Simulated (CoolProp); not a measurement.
Vapour-liquid equilibrium of R1234yf (1) + R227EA (2) at 255.2 K; x and y are mole fractions of (1).

Computed with CoolProp (multi-fluid Helmholtz-energy mixture model, Lemmon 2022 and Lemmon 2016; pair parameters Bell 2016).

Q: Give the bubble pressure and the first vapour's composition at x = 0.25, 0.75, 0.95. Is there an azeotrope?

A: x = 0.25: 0.1123 MPa, y = 0.361; x = 0.75: 0.1465 MPa, y = 0.832; x = 0.95: 0.1602 MPa, y = 0.969. No azeotrope shows between x = 0.05 and 0.95.

The pair parameters rest on a limited set of measurements; away from them the model extrapolates.
